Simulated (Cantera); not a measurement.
Feed: 1 mol SiH₂Cl₂, 0.013 mol C₂H₂, 460 mol H₂, held at 0.570 bar.

These are equilibrium values from Cantera (NASA tables, ideal gas, pure condensed phases), not measurements of a reactor. Candidate condensed phases: C, C₆H₆, C₇H₈, C₈H₁₈, Si, SiC; 109 gas species. Mutual solubility and eutectic melting of coexisting phases are not modelled. Gases not in the tables: Si₂H₆ and higher silanes. Equilibrium is a limit: real reactors are often held back by kinetics, nucleation or transport.

**Question.** Which condensed phases are stable at each of these points (T (K)): 1423, 1498, 1573, 1648, 1723, 1798, 1873, 1948, 2023, 2098, 2173, 2248, 2323, 2398?

**Answer.** 
```tsv
T (K)	condensed phases	Si condensed (%)
1423	Si(s) + SiC(s)	97.2
1498	Si(s) + SiC(s)	97.1
1573	Si(s) + SiC(s)	96.9
1648	Si(s) + SiC(s)	96.5
1723	Si(l) + SiC(s)	96.1
1798	Si(l) + SiC(s)	95.5
1873	Si(l) + SiC(s)	94.0
1948	Si(l) + SiC(s)	90.9
2023	Si(l) + SiC(s)	84.8
2098	Si(l) + SiC(s)	73.1
2173	Si(l)	51.5
2248	Si(l)	13.2
2323	gas only	0.0
2398	gas only	0.0
```

From 1423 K to 1648 K the condensed part is Si(s) + SiC(s). From 1723 K to 2098 K the condensed part is Si(l) + SiC(s). From 2173 K to 2248 K the condensed part is Si(l). From 2323 K to 2398 K nothing is condensed.
